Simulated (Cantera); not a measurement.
A Cantera script and what it prints.

```python
import numpy as np
import cantera as ct

gas_names = """
    C2H4 C6H6
""".split()
cond_names = """
    TaC(s) TaC(L) Ta(cr) Ta(L)
""".split()


def load(file, names, dense=False):
    # The tables refer to 1 bar. Condensed volumes are neglected.
    table = {s.name: s for s in ct.Species.list_from_file(file)}
    out = []
    for n in names:
        d = dict(table[n].input_data)
        d["thermo"] = dict(d["thermo"], **{"reference-pressure": 1e5})
        if dense:
            d["equation-of-state"] = {"model": "constant-volume", "density": "1e6 g/cm^3"}
        out.append(ct.Species.from_dict(d))
    return out


species = {s.name: s for s in load("nasa_gas.yaml", gas_names) + load("nasa_condensed.yaml", cond_names)}
# Each term lists the table entries of one substance; the one whose range holds T is used.
reactions = {
    '3 C2H4(g) + 6 TaC = 6 Ta + 2 C6H6(g)':
        [(-3, ['C2H4']), (-6, ['TaC(s)', 'TaC(L)']), (6, ['Ta(cr)', 'Ta(L)']), (2, ['C6H6'])],
}


def pick(names, T):
    return next(species[n] for n in names if species[n].thermo.min_temp <= T <= species[n].thermo.max_temp)


results = []
for label, terms in reactions.items():
    print(label)
    print("     T/K   dH/kJ  dS/(J/K)   dG/kJ   log10 K")
    for T in [300, 1675, 1700, 1725, 1750, 1775, 1800, 1825]:
        used = [(nu, pick(names, T)) for nu, names in terms]
        dH = sum(nu * s.thermo.h(T) for nu, s in used) / 1e6
        dS = sum(nu * s.thermo.s(T) for nu, s in used) / 1e3
        dG = dH - T * dS / 1e3
        logK = -dG * 1e6 / (ct.gas_constant * T * np.log(10))
        results.append((label, T, dH, dS, dG, logK, [s.name for _, s in used]))
        print(f"{T:8g} {dH:8.1f} {dS:8.1f} {dG:8.1f} {logK:8.2f}")
```

Result:

```
3 C2H4(g) + 6 TaC = 6 Ta + 2 C6H6(g)
     T/K   dH/kJ  dS/(J/K)   dG/kJ   log10 K
     300    872.8   -125.3    910.4  -158.50
    1675    864.1   -144.4   1106.0   -34.49
    1700    864.0   -144.4   1109.6   -34.09
    1725    863.9   -144.5   1113.2   -33.71
    1750    863.8   -144.6   1116.8   -33.33
    1775    863.6   -144.7   1120.4   -32.97
    1800    863.5   -144.7   1124.0   -32.62
    1825    863.3   -144.8   1127.6   -32.27
```

Cantera with NASA thermochemical tables; ideal gases at 1 bar, condensed phases pure. TaC: taken at fixed stoichiometry. Condensed species are held in their standard states even where they would react or evaporate.
